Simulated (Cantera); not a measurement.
A perfectly stirred reactor is fed with CH₄ : H₂ : O₂ : N₂ = 1 : 0.17 : 3.48 : 13.1 (molar parts), equivalence ratio 0.60, at 4.93 atm; it is adiabatic with a 725 K inlet, and is followed from long to short residence time, starting on the burning branch (τ in s: 0.033, 0.019, 0.011, 0.006, 0.0034, 0.0019, 0.0011, 0.00061, 0.00034, 0.00019, 0.00011, 6.2e-05, 3.5e-05).

Computed with Cantera and GRI-Mech 3.0 (53 species, 325 reactions).

### Question
What does this change do: 1.3 parts CO2 added?

### Answer
```json
[
 {"quantity": "blow-out, bracketed by the residence times tried", "before": "burning at 35.0 µs, the shortest tried", "after": "burning at 0.110 ms, out at 62.0 µs"},
 {"quantity": "x(CH₄) at τ = 33.0 ms", "before": "4.95e-6", "after": "8.53e-6"},
 {"quantity": "x(H₂) at τ = 33.0 ms", "before": "8.18e-5", "after": "4.94e-5"},
 {"quantity": "x(O₂) at τ = 33.0 ms", "before": "0.0786", "after": "0.0735"},
 {"quantity": "x(CO) at τ = 33.0 ms", "before": "0.000240", "after": "0.000320"},
 {"quantity": "x(CO₂) at τ = 33.0 ms", "before": "0.0563", "after": "0.121"},
 {"quantity": "x(CH₄) at τ = 1.10 ms", "before": "6.46e-5", "after": "9.39e-5"},
 {"quantity": "x(H₂) at τ = 1.10 ms", "before": "0.000412", "after": "0.000361"},
 {"quantity": "x(O₂) at τ = 1.10 ms", "before": "0.0792", "after": "0.0746"},
 {"quantity": "x(CO) at τ = 1.10 ms", "before": "0.00186", "after": "0.00282"},
 {"quantity": "x(CO₂) at τ = 1.10 ms", "before": "0.0545", "after": "0.118"}
]
```
